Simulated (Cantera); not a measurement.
What does this Cantera script print?

```python
import numpy as np
import cantera as ct

gas_names = [...]  # 110 gases of nasa_gas.yaml made of C, H, O
cond_names = """
    C(gr) C6H6(L) C7H8(L) C8H18(L),n-octa H2O(s) H2O(L)
""".split()


# ... load() reads the species with a 1 bar reference pressure and builds the phases ...
atoms = {
    'C2H5OH': {'C': 2, 'H': 6, 'O': 1},
    'CO2': {'C': 1, 'O': 2},
    'H2': {'H': 2},
}
top_T = {'C(gr)': 4500}  # K; cautious upper limits of use, not melting points


# ... equilibrate(T, P, feed) seeds the gas with the atoms and calls Mixture.equilibrate('TP', solver="vcs", rtol=1e-11, max_steps=5000) ...
results = []
T = 2373.15  # K
P = 100000  # Pa
for m in [0.33, 0.39, 0.45, 0.53, 0.62, 0.72, 0.84, 0.97, 1.1, 1.3, 1.5, 1.8, 2.1]:
    feed = {'C2H5OH': 1, 'CO2': m, 'H2': 0.58}  # mol
    mix = equilibrate(T, P, feed)
    results.append((T, P, feed, dict(zip(mix.species_names, mix.species_moles))))

top = {s: max(r[3][s] / sum(r[3][g] for g in gas_names) for r in results) for s in gas_names}
cols = sorted((s for s in top if top[s] > 0.001), key=lambda s: -top[s])[:9]
seen = [c for c in cond_names if any(r[3].get(c, 0) > 1e-12 for r in results)]
print("log10 of partial pressures in bar; condensed amounts in mol")
print(f"{'n(CO2)':>10s}" + "".join(f"{s[:9]:>10s}" for s in cols + seen))
for T, P, feed, n in results:
    ng = sum(n[g] for g in gas_names)
    print(f"{feed['CO2']:10.4g}" + "".join(f"{np.log10(max(n[s] / ng * P / 1e5, 1e-99)):10.3f}" for s in cols)
          + "".join(f"{n.get(c, 0):10.4g}" for c in seen))
```

Result:

```
log10 of partial pressures in bar; condensed amounts in mol
    n(CO2)        H2        CO       H2O       CO2         H C2H2,acet     C(gr)
      0.33    -0.174    -0.502    -5.146    -6.239    -1.942    -2.385    0.6257
      0.39    -0.184    -0.481    -5.135    -6.198    -1.947    -2.395    0.5657
      0.45    -0.194    -0.462    -5.126    -6.160    -1.952    -2.405    0.5057
      0.53    -0.206    -0.440    -5.116    -6.115    -1.958    -2.417    0.4258
      0.62    -0.220    -0.417    -5.107    -6.070    -1.965    -2.431    0.3358
      0.72    -0.235    -0.395    -5.099    -6.025    -1.972    -2.445    0.2358
      0.84    -0.252    -0.371    -5.092    -5.977    -1.980    -2.462    0.1158
      0.97    -0.269    -0.348    -5.002    -5.848    -1.989    -2.648         0
       1.1    -0.288    -0.337    -1.890    -2.705    -1.999    -8.909         0
       1.3    -0.322    -0.327    -1.432    -2.202    -2.016    -9.908         0
       1.5    -0.357    -0.318    -1.229    -1.956    -2.033   -10.399         0
       1.8    -0.409    -0.307    -1.054    -1.717    -2.059   -10.884         0
       2.1    -0.461    -0.298    -0.944    -1.547    -2.085   -11.242         0
```

Method: chemical equilibrium by Gibbs-energy minimisation in Cantera with the NASA 1993 tables (ideal gas, pure condensed phases).
